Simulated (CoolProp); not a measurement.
Vinyl chloride along the isotherm 430 K: Z from the reference equation and from simpler models built on Tc = 425.0 K, pc = 5600 kPa, ω = 0.160; each cubic takes its own stable root.

Computed with CoolProp (reference Helmholtz-energy equation of state, Thol 2022).

| p (kPa) | phase | reference | Redlich-Kwong | Soave-Redlich-Kwong |
|---|---|---|---|---|
| 2550 | gas | 0.8367 | 0.8322 | 0.8329 |
| 5090 | gas | 0.5786 | 0.5832 | 0.5866 |
| 7640 | supercritical | 0.2406 | 0.2851 | 0.2875 |
| 10200 | supercritical | ___ | 0.3336 | 0.3351 |
| 12700 | supercritical | 0.3430 | 0.3871 | ___ |
| 15300 | supercritical | 0.3982 | 0.4432 | 0.4443 |
| 17800 | supercritical | 0.4509 | 0.4965 | 0.4976 |
| 20400 | supercritical | 0.5049 | 0.5513 | 0.5524 |
| 22900 | supercritical | 0.5563 | 0.6032 | 0.6042 |
| 25500 | supercritical | 0.6091 | ___ | 0.6574 |
| 28000 | supercritical | 0.6594 | 0.7069 | 0.7080 |

### Question
What belongs in the gaps?

### Answer

- 10200, reference: 0.2902
- 12700, Soave-Redlich-Kwong: 0.3884
- 25500, Redlich-Kwong: 0.6564
